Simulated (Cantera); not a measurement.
## Boron, boron nitride and boron oxide: B2H6 + O2 + N2 + H2O

Charge: 1 mol B2H6, 1.7 mol O2, 0.17 mol N2, 0.81 mol H2O.

Equilibrium computed with Cantera from the NASA thermochemical tables; the gas is ideal and each condensed phase is pure. Candidate condensed phases: B, BN, B2O3, B3O3H3, H2O; 39 gas species. The feed counts by its element totals alone. Gases not in the tables: H3BO3. Equilibrium is a limit: real reactors are often held back by kinetics, nucleation or transport.

Task: Map the stable condensed phases over T = 1500, 1550, 1600, 1650, 1700, 1750, 1800, 1850, 1900, 1950, 2000, 2050, 2100, 2150 K and P in Pa = 10, 32, 100, 320, 1000, 3200, 10000, 32000, 100000.

Result: 
```
T in K \ P in Pa
             10     32    100    320   1000   3200  10000  32000 100000
   2150       A      A      A      A      A      A      A      A      A
   2100       A      A      A      A      A      A      A      A      A
   2050       A      A      A      A      A      A      A      A      A
   2000       A      A      A      A      A      A      A      A      B
   1950       A      A      A      A      A      A      A      A      B
   1900       A      A      A      A      A      A      A      B      B
   1850       A      A      A      A      A      A      A      B      B
   1800       A      A      A      A      A      A      B      B      B
   1750       A      A      A      A      A      B      B      B      B
   1700       A      A      A      A      A      B      B      B      B
   1650       A      A      A      A      B      B      B      B      B
   1600       A      A      A      B      B      B      B      B      B
   1550       A      A      A      B      B      B      B      B      B
   1500       A      A      B      B      B      B      B      B      B
```
A: gas only; B: B2O3.
